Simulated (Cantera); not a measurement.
Cantera run:

```python
import numpy as np
import cantera as ct

gas_names = """
    CL CL2 H HCL H2 Si SiCL SiCL2 SiCL3 SiCL4 SiH SiHCL3 SiH2 SiH2CL2 SiH3 SiH3CL SiH4 Si2 Si3
""".split()
cond_names = """
    Si(cr) Si(L)
""".split()


def load(file, names, dense=False):
    # The tables refer to 1 bar. Condensed volumes are neglected.
    table = {s.name: s for s in ct.Species.list_from_file(file)}
    out = []
    for n in names:
        d = dict(table[n].input_data)
        d["thermo"] = dict(d["thermo"], **{"reference-pressure": 1e5})
        if dense:
            d["equation-of-state"] = {"model": "constant-volume", "density": "1e6 g/cm^3"}
        out.append(ct.Species.from_dict(d))
    return out


gas = ct.Solution(thermo="ideal-gas", species=load("nasa_gas.yaml", gas_names))
cond = {s.name: ct.Solution(thermo="fixed-stoichiometry", species=[s], name=s.name)
        for s in load("nasa_condensed.yaml", cond_names, dense=True)}
atoms = {
    'SiCl4': {'Si': 1, 'CL': 4},
    'Cl2': {'CL': 2},
    'H2': {'H': 2},
}
top_T = {}  # K; cautious upper limits of use, not melting points


def equilibrate(T, P, feed):
    n = {}
    for name, mol in feed.items():
        for a, k in atoms[name].items():
            n[a] = n.get(a, 0.0) + k * mol
    gas.TPX = T, P, n
    mass = sum(n.values()) * gas.mean_molecular_weight
    gas.equilibrate("TP")
    valid = [c for c in cond.values() if c.min_temp <= T <= top_T.get(c.name, c.max_temp)]
    mix = ct.Mixture([(gas, mass / gas.mean_molecular_weight)] + [(c, 0.0) for c in valid])
    mix.T, mix.P = T, P
    mix.equilibrate("TP", solver="vcs", rtol=1e-11, max_steps=5000)
    return mix


results = []
feed = {'SiCl4': 1, 'Cl2': 0.56, 'H2': 17}  # mol
P = 1100000  # Pa
for T in [900, 950, 1000, 1050, 1100, 1150, 1200, 1250, 1300, 1350, 1400, 1450]:
    mix = equilibrate(T, P, feed)
    results.append((T, P, feed, dict(zip(mix.species_names, mix.species_moles))))

top = {s: max(r[3][s] / sum(r[3][g] for g in gas_names) for r in results) for s in gas_names}
cols = sorted((s for s in top if top[s] > 0.0001), key=lambda s: -top[s])[:7]
seen = [c for c in cond_names if any(r[3].get(c, 0) > 1e-12 for r in results)]
print("log10 of partial pressures in bar; condensed amounts in mol")
print(f"{'T/K':>10s}" + "".join(f"{s[:9]:>10s}" for s in cols + seen))
for T, P, feed, n in results:
    ng = sum(n[g] for g in gas_names)
    print(f"{T:10.4g}" + "".join(f"{np.log10(max(n[s] / ng * P / 1e5, 1e-99)):10.3f}" for s in cols)
          + "".join(f"{n.get(c, 0):10.4g}" for c in seen))
```

It prints:

```
log10 of partial pressures in bar; condensed amounts in mol
       T/K        H2       HCL     SiCL4    SiHCL3     SiCL3     SiCL2   SiH2CL2
       900     0.988    -0.163    -0.244    -1.640    -4.515    -7.107    -4.059
       950     0.987    -0.155    -0.254    -1.451    -3.998    -6.218    -3.641
      1000     0.986    -0.145    -0.267    -1.288    -3.541    -5.430    -3.276
      1050     0.985    -0.132    -0.284    -1.150    -3.137    -4.731    -2.959
      1100     0.984    -0.118    -0.304    -1.033    -2.778    -4.109    -2.684
      1150     0.983    -0.102    -0.329    -0.936    -2.460    -3.553    -2.445
      1200     0.982    -0.085    -0.357    -0.856    -2.179    -3.057    -2.238
      1250     0.980    -0.066    -0.389    -0.792    -1.929    -2.615    -2.061
      1300     0.978    -0.046    -0.427    -0.745    -1.711    -2.221    -1.912
      1350     0.976    -0.024    -0.472    -0.713    -1.521    -1.873    -1.791
      1400     0.974    -0.000    -0.524    -0.700    -1.361    -1.571    -1.699
      1450     0.971     0.026    -0.586    -0.705    -1.230    -1.312    -1.635
```

Method: chemical equilibrium by Gibbs-energy minimisation in Cantera with the NASA 1993 tables (ideal gas, pure condensed phases). The tables' values for SiCl3 are old estimates; treat these amounts as uncertain.
